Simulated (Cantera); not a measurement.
Input: 1 mol Cu, 2.4 mol HF, 7.1 mol N2, at 1000 Pa.

Cantera equilibrium calculation (NASA polynomials, part measured and part estimated; ideal gas, pure solids and liquids). Candidate condensed phases: Cu, CuF2; 25 gas species. Kinetics and transport are ignored.

### Question
Which condensed phases are stable at each of these points (T (K)): 850, 900, 950, 1000, 1050, 1100, 1150, 1200, 1250, 1300, 1350, 1400, 1450, 1500?

### Answer
```csv
T (K),condensed phases,Cu condensed (%)
850,Cu(s),100.0
900,Cu(s),100.0
950,Cu(s),100.0
1000,Cu(s),100.0
1050,Cu(s),100.0
1100,Cu(s),100.0
1150,Cu(s),100.0
1200,Cu(s),100.0
1250,Cu(s),99.9
1300,Cu(s),99.8
1350,Cu(s),99.7
1400,Cu(l),99.4
1450,Cu(l),98.9
1500,Cu(l),98.0
```

From 850 K to 1350 K the condensed part is Cu(s). From 1400 K to 1500 K the condensed part is Cu(l).
